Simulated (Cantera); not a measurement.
An isothermal, constant-pressure homogeneous reactor starts with CH4 : H2O = 1 : 1.1 (molar parts), at 1475 K and 101000 Pa. Integrator tolerance rtol = 1e-08.

Computed with Cantera and GRI-Mech 3.0 (53 species, 325 reactions).

Problem. What does this change do: temperature 1475 to 1223 K?

Solution. 
```json
[
 {"quantity": "x(CH4) at 10.0 s", "before": "0.0989 (gas-phase equilibrium 2.66e-5)", "after": "0.467 (gas-phase equilibrium 0.00121)"},
 {"quantity": "x(H2O) at 10.0 s", "before": "0.259 (gas-phase equilibrium 0.0216)", "after": "0.521 (gas-phase equilibrium 0.0210)"},
 {"quantity": "x(C2H6) at 10.0 s", "before": "5.87e-5 (gas-phase equilibrium 2.97e-12)", "after": "0.000300 (gas-phase equilibrium 1.76e-9)"},
 {"quantity": "x(C2H2) at 10.0 s", "before": "0.0605 (gas-phase equilibrium 1.41e-9)", "after": "0.00150 (gas-phase equilibrium 3.24e-9)"},
 {"quantity": "x(CH2O) at 10.0 s", "before": "1.89e-7 (gas-phase equilibrium 7.94e-8)", "after": "1.74e-7 (gas-phase equilibrium 8.60e-8)"}
]
```
